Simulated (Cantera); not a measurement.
A freely propagating, adiabatic, planar premixed flame of H2 : O2 : N2 = 1 : 0.98 : 3.14 (molar parts), equivalence ratio 0.51, unburnt at 448 K and 5.00 bar; mixture-averaged transport, grid criteria slope 0.08 and curve 0.16, no radiation.

Cantera simulation using the H2/O2 subset of GRI-Mech 3.0, which has no nitrogen chemistry; the numbers are that mechanism's predictions, not measurements. The hydrogen kinetics of GRI-Mech 3.0 are dated; newer H2 mechanisms differ, most at raised pressure. Burning velocities carry a grid error of a few per cent, more on coarse grids. Lean hydrogen flames are cellular in practice and burn faster than this planar one.

Task: What does this change do: 0.033 parts H2O added?

Result: 
```tsv
quantity	before	after
laminar burning velocity	85.4 cm/s	80.5 cm/s
thermal thickness	0.0757 mm	0.0781 mm
peak x(H2O2)	0.000210	0.000220
peak x(H)	0.00196	0.00178
peak x(O)	0.00264	0.00242
```

Task: What does this change do: 0.17 parts H2O added?

Result: 
| quantity | before | after |
|---|---|---|
| laminar burning velocity | 85.4 cm/s | 62.8 cm/s |
| thermal thickness | 0.0757 mm | 0.0902 mm |
| peak x(H2O2) | 0.000210 | 0.000259 |
| peak x(H) | 0.00196 | 0.00121 |
| peak x(O) | 0.00264 | 0.00168 |
